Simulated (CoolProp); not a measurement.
Vapour-liquid equilibrium of n-hexane (1) + hexamethyldisiloxane (MM) (2) at 0.701 MPa; x and y are mole fractions of (1).

Values from CoolProp's multi-fluid Helmholtz-energy mixture model, Thol 2019 and Thol 2016; pair parameters Bell 2016.

### Question
Give the bubble temperature and the first vapour's composition at x = 0.2, 0.35, 0.65. Is there an azeotrope?

### Answer
x = 0.2: 450.0 K, y = 0.280; x = 0.35: 444.4 K, y = 0.463; x = 0.65: 432.9 K, y = 0.768. No azeotrope shows between x = 0.05 and 0.95.

The pair parameters rest on a limited set of measurements; away from them the model extrapolates.
